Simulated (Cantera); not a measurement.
## C₂H₆ + CO₂ + NH₃ (carbon deposition, reforming and gasification)

A closed system holds: 1 mol C₂H₆, 0.17 mol CO₂, 0.35 mol NH₃, at 720 Torr.

Equilibrium computed with Cantera from the NASA thermochemical tables; the gas is ideal and each condensed phase is pure. Candidate condensed phases: C, C₆H₆, C₇H₈, C₈H₁₈, H₂O; 136 gas species. Equilibrium is a limit: real reactors are often held back by kinetics, nucleation or transport.

From 1552 °C to 1902 °C the condensed part is C(graphite). The main C-bearing gas is CO throughout. The share of C in condensed phases is highest at 1552 °C (83.9 %) and lowest at 1902 °C (82.5 %).

| T (°C) | x H₂ | x CO | x N₂ | x HCN | n C(graphite) |
|---|---|---|---|---|---|
| 1552 | 0.871 | 0.0842 | 0.0426 | 0.00133 | 1.82 |
| 1602 | 0.870 | 0.0842 | 0.0424 | 0.00168 | 1.82 |
| 1652 | 0.870 | 0.0841 | 0.0422 | 0.00208 | 1.82 |
| 1702 | 0.869 | 0.0841 | 0.0420 | 0.00255 | 1.81 |
| 1752 | 0.868 | 0.0841 | 0.0417 | 0.00309 | 1.81 |
| 1802 | 0.867 | 0.0841 | 0.0413 | 0.00371 | 1.80 |
| 1852 | 0.865 | 0.0840 | 0.0409 | 0.00441 | 1.80 |
| 1902 | 0.863 | 0.0840 | 0.0404 | 0.00519 | 1.79 |
x: gas mole fraction; n: condensed amount in mol.
